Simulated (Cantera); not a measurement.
Feed: 1 mol SiH4, 1.9 mol CO2, held at 1375 K.

Cantera equilibrium calculation (NASA polynomials, part measured and part estimated; ideal gas, pure solids and liquids). Candidate condensed phases: C, C6H6, C7H8, C8H18, H2O, Si, SiC, SiO2; 123 gas species. Mutual solubility and eutectic melting of coexisting phases are not modelled. The tables hold silica as quartz up to 1696 K and as liquid above; real silica turns to tridymite and cristobalite and melts near 1996 K. Rates play no part.

Problem. Which condensed phases are stable at each of these points (P (Pa)): 5, 26, 140, 710, 3700, 19000, 100000?

Solution. 
```tsv
P (Pa)	condensed phases	Si condensed (%)
5	SiO2(β-quartz)	90.0
26	SiO2(β-quartz)	90.0
140	SiC(s) + SiO2(β-quartz)	98.8
710	C(graphite) + SiO2(β-quartz)	99.9
3700	C(graphite) + SiO2(β-quartz)	100.0
19000	C(graphite) + SiO2(β-quartz)	100.0
100000	C(graphite) + SiO2(β-quartz)	100.0
```

From 5.00 Pa to 26.0 Pa the condensed part is SiO2(β-quartz). At 1.40 mbar the condensed part is SiC(s) + SiO2(β-quartz). From 7.10 mbar to 1.00 bar the condensed part is C(graphite) + SiO2(β-quartz).
